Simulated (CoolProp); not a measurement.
The numbers come from the reference Helmholtz-energy equation of state, Jacobsen 1992 in CoolProp.

For R11, give the phase and the density (kg/m³), cp (kJ/(kg K)), cv (kJ/(kg K)), speed of sound (m/s) at 42.05 °C and 5.75 MPa.


- 42.05 °C and 5.75 MPa: liquid; density 1450, cp 0.886, cv 0.603, speed of sound 714
